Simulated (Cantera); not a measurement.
An adiabatic, constant-pressure homogeneous reactor starts with CH4 : H2 : O2 : N2 = 1 : 0.037 : 1.44 : 12.1 (molar parts), equivalence ratio 1.4, at 1775 K and 8.68 atm. Integrator tolerance rtol = 1e-08.

Computed with Cantera and GRI-Mech 3.0 (53 species, 325 reactions).

Question: What does this change do: pressure from 8.68 atm to 9.87 atm?

Answer: 
| quantity | before | after |
|---|---|---|
| time of steepest temperature rise | 42.0 µs | 38.3 µs |
| temperature at 1.00 s | 2612 K | 2614 K |
| equilibrium temperature | 2612 K | 2614 K |
| x(CH4) at 1.00 s | 2.36e-12 (gas-phase equilibrium 2.68e-12) | 3.02e-12 (gas-phase equilibrium 3.43e-12) |
| x(H2) at 1.00 s | 0.0322 (gas-phase equilibrium 0.0322) | 0.0322 (gas-phase equilibrium 0.0322) |
| x(O2) at 1.00 s | 0.000111 (gas-phase equilibrium 0.000111) | 9.97e-5 (gas-phase equilibrium 9.97e-5) |
| x(H2O) at 1.00 s | 0.0999 (gas-phase equilibrium 0.0999) | 0.100 (gas-phase equilibrium 0.100) |
| x(CH2CO) at 1.00 s | <1e-12 (gas-phase equilibrium <1e-12) | <1e-12 (gas-phase equilibrium <1e-12) |
| x(NO2) at 1.00 s | 3.48e-8 (gas-phase equilibrium 3.48e-8) | 3.34e-8 (gas-phase equilibrium 3.34e-8) |

Question: What does this change do: constant volume in place of constant pressure?

Answer: 
```tsv
quantity	before	after
time of steepest temperature rise	42.0 µs	38.2 µs
temperature at 1.00 s	2612 K	2813 K
equilibrium temperature	2612 K	2813 K
x(CH4) at 1.00 s	2.36e-12 (gas-phase equilibrium 2.68e-12)	3.42e-12 (gas-phase equilibrium 3.92e-12)
x(H2) at 1.00 s	0.0322 (gas-phase equilibrium 0.0322)	0.0323 (gas-phase equilibrium 0.0323)
x(O2) at 1.00 s	0.000111 (gas-phase equilibrium 0.000111)	0.000334 (gas-phase equilibrium 0.000334)
x(H2O) at 1.00 s	0.0999 (gas-phase equilibrium 0.0999)	0.0978 (gas-phase equilibrium 0.0978)
x(CH2CO) at 1.00 s	<1e-12 (gas-phase equilibrium <1e-12)	<1e-12 (gas-phase equilibrium <1e-12)
x(NO2) at 1.00 s	3.48e-8 (gas-phase equilibrium 3.48e-8)	1.53e-7 (gas-phase equilibrium 1.53e-7)
```
